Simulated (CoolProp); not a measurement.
Diethyl ether along the isotherm 274.85 °C: density (kg/m³) from the reference equation and from simpler models built on Tc = 194.7 °C, pc = 3717 kPa, ω = 0.282; each cubic takes its own stable root.

Values from CoolProp's reference Helmholtz-energy equation of state, Thol 2014.

```json
[
 {"p (kPa)": "429", "phase": "gas", "reference": "7.139", "ideal gas": "6.979", "Redlich-Kwong": "7.158", "Soave-Redlich-Kwong": "7.139", "Peng-Robinson": "7.166"},
 {"p (kPa)": "858", "phase": "gas", "reference": "14.62", "ideal gas": "13.96", "Redlich-Kwong": "14.70", "Soave-Redlich-Kwong": "14.62", "Peng-Robinson": "14.73"},
 {"p (kPa)": "1290", "phase": "gas", "reference": "22.56", "ideal gas": "20.99", "Redlich-Kwong": "22.73", "Soave-Redlich-Kwong": "22.53", "Peng-Robinson": "22.79"},
 {"p (kPa)": "1720", "phase": "gas", "reference": "30.90", "ideal gas": "27.98", "Redlich-Kwong": "31.21", "Soave-Redlich-Kwong": "(withheld)", "Peng-Robinson": "31.29"},
 {"p (kPa)": "2140", "phase": "gas", "reference": "39.54", "ideal gas": "34.81", "Redlich-Kwong": "40.03", "Soave-Redlich-Kwong": "(withheld)", "Peng-Robinson": "40.10"},
 {"p (kPa)": "2570", "phase": "gas", "reference": "48.95", "ideal gas": "(withheld)", "Redlich-Kwong": "(withheld)", "Soave-Redlich-Kwong": "(withheld)", "Peng-Robinson": "49.71"},
 {"p (kPa)": "3000", "phase": "gas", "reference": "(withheld)", "ideal gas": "48.80", "Redlich-Kwong": "60.03", "Soave-Redlich-Kwong": "58.33", "Peng-Robinson": "59.95"},
 {"p (kPa)": "3430", "phase": "gas", "reference": "69.83", "ideal gas": "55.80", "Redlich-Kwong": "71.22", "Soave-Redlich-Kwong": "68.70", "Peng-Robinson": "70.89"},
 {"p (kPa)": "3860", "phase": "supercritical", "reference": "81.48", "ideal gas": "(withheld)", "Redlich-Kwong": "83.35", "Soave-Redlich-Kwong": "79.73", "Peng-Robinson": "82.58"},
 {"p (kPa)": "4290", "phase": "supercritical", "reference": "94.06", "ideal gas": "69.79", "Redlich-Kwong": "96.57", "Soave-Redlich-Kwong": "91.46", "Peng-Robinson": "95.09"},
 {"p (kPa)": "4720", "phase": "supercritical", "reference": "107.7", "ideal gas": "76.78", "Redlich-Kwong": "111.0", "Soave-Redlich-Kwong": "103.9", "Peng-Robinson": "108.4"},
 {"p (kPa)": "5150", "phase": "supercritical", "reference": "122.4", "ideal gas": "83.78", "Redlich-Kwong": "126.8", "Soave-Redlich-Kwong": "117.1", "Peng-Robinson": "122.6"},
 {"p (kPa)": "5580", "phase": "supercritical", "reference": "138.2", "ideal gas": "90.77", "Redlich-Kwong": "143.8", "Soave-Redlich-Kwong": "131.1", "Peng-Robinson": "137.6"}
]
```

Question: Fill in the missing entries.

Answer: 
- 1720, Soave-Redlich-Kwong: 30.81
- 2140, Soave-Redlich-Kwong: 39.34
- 2570, ideal gas: 41.81
- 2570, Redlich-Kwong: 49.67
- 2570, Soave-Redlich-Kwong: 48.56
- 3000, reference: 59.02
- 3860, ideal gas: 62.79
